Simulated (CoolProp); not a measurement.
Values from CoolProp's reference Helmholtz-energy equation of state, Bücker 2006.

For n-butane, give the phase and the cp (kJ/(kg K)), cv (kJ/(kg K)), expansivity (1/kK), fugacity coefficient at 254.25 °C and 6.73 bar.


- 254.25 °C and 6.73 bar: gas; cp 2.69, cv 2.53, expansivity 2.11, fugacity coefficient 0.972
